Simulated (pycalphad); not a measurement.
CALPHAD calculation (pycalphad, COST 507 light-alloy database (1999)), 1 atm. The data set is of 1999 and partly superseded. Amounts are mole fractions of atoms. Kinetics are ignored, which matters at the lower temperatures.

Give the equilibrium state of Ti-0.68C (at.%) at 577 °C.


```
T = 850.00 K, P = 101325 Pa, N = 1 mol of atoms
G = -36714 J/mol, H = 14372 J/mol, S = 60.10 J/(mol K)  (SER reference)
chemical potentials (J/mol): Ti -35380, C -231650
phase             fraction      x(Ti)       x(C)
HCP_A3              0.9915     0.9962     0.0038
FCC_A1              0.0085     0.6420     0.3580
```

Give the equilibrium state of Ti-0.68C (at.%) at 897 °C.

HCP_A3, fraction 0.918, with 0.73 C at.%; BCC_A2, fraction 0.082, with 0.17 C at.%.

FCC_A1 is fcc; BCC_A2 is bcc; HCP_A3 is hcp. The fcc model also describes the rock-salt carbide or nitride (TiC, TiN, HfC).
